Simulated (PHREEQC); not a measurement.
PHREEQC input (ion-association model, wateq4f.dat):

```
SOLUTION 1
  temp 20
  units mol/kgw
  pH 7 charge
  Na 0.065
END
SELECTED_OUTPUT 1
  -reset false
  -pH true
  -pe true
  -ionic_strength true
  -water true
  -totals Cl Cu Li Na Cu(1) Cu(2)
  -molalities H+ Cl- Cu+2 Li+ Na+ O2 OH- CuCl2- CuCl3-2 Cu+
    CuCl+ CuCl2 CuCl3- CuCl4-2 CuOH+ Cu(OH)2 Cu(OH)3- Cu(OH)4-2 Cu2(OH)2+2
  -equilibrium_phases Atacamite Cu(OH)2 Halite
PRINT
  -reset false
USE solution 1
REACTION 1
  LiCl 1
  0 0.0208 0.0417 0.0625 0.0833 0.104 0.125 0.146 0.167 0.188 0.208 0.229 0.25 moles
EQUILIBRIUM_PHASES 1
  Atacamite 0 0.1
  Cu(OH)2 0 0
  Halite 0 0
  O2(g) -0.68 10
END
```

Selected output (columns that matter, 13 of 13 rows; LiCl added (mol) added in front):

```
LiCl added (mol)	pH	mu	Cl	Cu	Li	m_H+	m_Cl-	m_Li+	m_OH-	m_Cu(OH)2	Atacamite	Cu(OH)2
0	8.8027	0.065	0.064995	1.3955e-05	0	1.866e-09	0.064995	0	5.4115e-06	1.3936e-05	0.035005	0.12998
0.0208	8.9128	0.0858	0.085793	1.3884e-05	0.0208	1.468e-09	0.085793	0.0208	7.1483e-06	1.387e-05	0.035007	0.12997
0.0417	8.9988	0.1067	0.10669	1.3815e-05	0.0417	1.2172e-09	0.10669	0.0417	8.896e-06	1.3803e-05	0.035009	0.12997
0.0625	9.0688	0.1275	0.12749	1.3748e-05	0.0625	1.0451e-09	0.12749	0.0625	1.0638e-05	1.3737e-05	0.035011	0.12996
0.0833	9.1281	0.1483	0.14829	1.3681e-05	0.0833	9.1857e-10	0.14829	0.0833	1.2382e-05	1.3672e-05	0.035012	0.12996
0.104	9.1792	0.169	0.16899	1.3616e-05	0.104	8.2173e-10	0.16899	0.104	1.412e-05	1.3607e-05	0.035014	0.12996
0.125	9.2251	0.19	0.18998	1.3549e-05	0.125	7.437e-10	0.18998	0.125	1.5887e-05	1.3541e-05	0.035016	0.12995
0.146	9.266	0.211	0.21098	1.3484e-05	0.146	6.8019e-10	0.21098	0.146	1.7655e-05	1.3476e-05	0.035018	0.12995
0.167	9.3031	0.232	0.23198	1.3418e-05	0.167	6.2739e-10	0.23198	0.167	1.9427e-05	1.3411e-05	0.035019	0.12995
0.188	9.337	0.253	0.25298	1.3354e-05	0.188	5.8274e-10	0.25298	0.188	2.12e-05	1.3346e-05	0.035021	0.12994
0.208	9.3667	0.273	0.27298	1.3292e-05	0.208	5.4615e-10	0.27298	0.208	2.2892e-05	1.3285e-05	0.035023	0.12994
0.229	9.3956	0.294	0.29398	1.3228e-05	0.229	5.1269e-10	0.29398	0.229	2.4671e-05	1.3221e-05	0.035025	0.12994
0.25	9.4226	0.315	0.31497	1.3164e-05	0.25	4.8336e-10	0.31497	0.25	2.6452e-05	1.3157e-05	0.035026	0.12993
```

Species that the database lacks are ignored. The database's constant for dissolved Cu(OH)2 is higher than later reviews accept.
